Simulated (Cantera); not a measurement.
An adiabatic, constant-volume homogeneous reactor starts with 2.58 % C₂H₄, 20.3 % O₂, 76.5 % N₂, 0.567 % CO₂, equivalence ratio 0.38, at 1598 K and 7500 Torr.

Computed with Cantera and GRI-Mech 3.0 (53 species, 325 reactions). GRI-Mech 3.0 was tuned for natural gas; its chemistry of ethylene as a main component is partial and can be far from experiment.

### Question
Predict: time of steepest temperature rise; temperature at 0.100 s; equilibrium temperature; x(O₂) at 0.100 s; x(OH) at 0.100 s; x(O) at 0.100 s; x(NO) at 0.100 s; x(N₂O) at 0.100 s.

### Answer
```json
{
 "time_of_steepest_temperature_rise": "4.47 µs",
 "temperature at 0.100 s": "2598 K",
 "equilibrium_temperature": "2598 K",
 "x(O₂) at 0.100 s": "0.115 (gas-phase equilibrium 0.115)",
 "x(OH) at 0.100 s": "0.00577 (gas-phase equilibrium 0.00577)",
 "x(O) at 0.100 s": "0.00195 (gas-phase equilibrium 0.00195)",
 "x(NO) at 0.100 s": "0.0197 (gas-phase equilibrium 0.0197)",
 "x(N₂O) at 0.100 s": "4.32e-6 (gas-phase equilibrium 4.32e-6)"
}
```
